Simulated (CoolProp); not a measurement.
Vapour-liquid equilibrium of CHF3 (R23) (1) + R125 (2) at 260.1 K; x and y are mole fractions of (1).

Values from CoolProp's multi-fluid Helmholtz-energy mixture model, Penoncello 2003 and Lemmon 2005; pair parameters Bell 2016.

```json
[
 {"x": "0.05", "bubble pressure, mixture model (bar)": "4.876", "bubble pressure, Raoult's law (bar)": "4.985", "y, mixture model": "0.141", "y, Raoult's law": "0.173"},
 {"x": "0.15", "bubble pressure, mixture model (bar)": "5.999", "bubble pressure, Raoult's law (bar)": "6.275", "y, mixture model": "0.354", "y, Raoult's law": "0.412"},
 {"x": "0.25", "bubble pressure, mixture model (bar)": "7.177", "bubble pressure, Raoult's law (bar)": "7.565", "y, mixture model": "0.508", "y, Raoult's law": "0.570"},
 {"x": "0.35", "bubble pressure, mixture model (bar)": "8.399", "bubble pressure, Raoult's law (bar)": "8.855", "y, mixture model": "0.623", "y, Raoult's law": "0.681"},
 {"x": "0.45", "bubble pressure, mixture model (bar)": "9.655", "bubble pressure, Raoult's law (bar)": "10.15", "y, mixture model": "0.712", "y, Raoult's law": "0.765"},
 {"x": "0.55", "bubble pressure, mixture model (bar)": "10.94", "bubble pressure, Raoult's law (bar)": "11.44", "y, mixture model": "0.783", "y, Raoult's law": "0.829"},
 {"x": "0.65", "bubble pressure, mixture model (bar)": "12.26", "bubble pressure, Raoult's law (bar)": "12.73", "y, mixture model": "0.843", "y, Raoult's law": "0.881"},
 {"x": "0.75", "bubble pressure, mixture model (bar)": "13.61", "bubble pressure, Raoult's law (bar)": "14.02", "y, mixture model": "0.894", "y, Raoult's law": "0.923"},
 {"x": "0.85", "bubble pressure, mixture model (bar)": "15.02", "bubble pressure, Raoult's law (bar)": "15.31", "y, mixture model": "0.939", "y, Raoult's law": "0.957"},
 {"x": "0.95", "bubble pressure, mixture model (bar)": "16.48", "bubble pressure, Raoult's law (bar)": "16.60", "y, mixture model": "0.980", "y, Raoult's law": "0.987"}
]
```

The largest gap from Raoult's law is -5.1 % in bubble pressure, at x = 0.35. No azeotrope shows between x = 0.05 and 0.95.

Pair parameters are fitted to limited data, so mixtures are less certain than the pure fluids.
